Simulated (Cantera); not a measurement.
**Adiabatic ignition**

An adiabatic, constant-pressure homogeneous reactor starts with CH₄ : C₂H₆ : C₃H₈ : O₂ : N₂ = 1 : 0.21 : 0.089 : 1.51 : 5.69 (molar parts), equivalence ratio 2.1, at 1325 K and 1.00 bar.

Computed with Cantera and GRI-Mech 3.0 (53 species, 325 reactions).

| t (s) | T (K) | x CH₄ | x C₂H₆ | x C₃H₈ | x C₂H | x H₂O | x HO₂ | x C₂H₄ |
|---|---|---|---|---|---|---|---|---|
| 2.00e-6 | 1325 | 0.118 | 0.0247 | 0.0105 | <1e-12 | 7.93e-8 | 5.73e-7 | 1.05e-6 |
| 5.49e-6 | 1325 | 0.118 | 0.0247 | 0.0105 | <1e-12 | 6.16e-7 | 2.94e-6 | 5.69e-6 |
| 1.51e-5 | 1325 | 0.118 | 0.0247 | 0.0105 | <1e-12 | 3.88e-6 | 1.14e-5 | 2.43e-5 |
| 4.13e-5 | 1324 | 0.118 | 0.0246 | 0.0104 | <1e-12 | 3.76e-5 | 3.51e-5 | 0.000111 |
| 0.000113 | 1325 | 0.117 | 0.0243 | 0.0102 | <1e-12 | 0.000459 | 7.12e-5 | 0.000728 |
| 0.000311 | 1332 | 0.115 | 0.0223 | 0.00894 | 1.82e-12 | 0.00346 | 0.000121 | 0.00412 |
| 0.000854 | 2365 | 0.00152 | 2.22e-7 | 5.88e-11 | 1.31e-5 | 0.134 | 3.93e-9 | 1.70e-5 |
| 0.00234 | 2344 | 2.05e-5 | 3.82e-11 | <1e-12 | 5.13e-8 | 0.112 | 1.53e-9 | 1.21e-8 |
| 0.00643 | 2339 | 6.02e-11 | <1e-12 | <1e-12 | <1e-12 | 0.111 | 2.09e-9 | <1e-12 |
| 0.0176 | 2339 | 4.65e-11 | <1e-12 | <1e-12 | <1e-12 | 0.111 | 2.12e-9 | <1e-12 |
| 0.0484 | 2340 | 4.45e-11 | <1e-12 | <1e-12 | <1e-12 | 0.111 | 2.13e-9 | <1e-12 |
| 0.133 | 2340 | 4.41e-11 | <1e-12 | <1e-12 | <1e-12 | 0.111 | 2.14e-9 | <1e-12 |
| 0.364 | 2340 | 4.41e-11 | <1e-12 | <1e-12 | <1e-12 | 0.111 | 2.14e-9 | <1e-12 |
| 1.00 | 2340 | 4.41e-11 | <1e-12 | <1e-12 | <1e-12 | 0.111 | 2.14e-9 | <1e-12 |
x: mole fraction; the columns are a selection and need not sum to one.

- time of steepest temperature rise = 0.776 ms
- temperature at 1.00 s = 2340 K
- equilibrium temperature = 2340 K
- x(CH₄) at 1.00 s = 4.41e-11 (gas-phase equilibrium 4.97e-11)
- x(C₂H₆) at 1.00 s = <1e-12 (gas-phase equilibrium <1e-12)
- x(C₃H₈) at 1.00 s = <1e-12 (gas-phase equilibrium <1e-12)
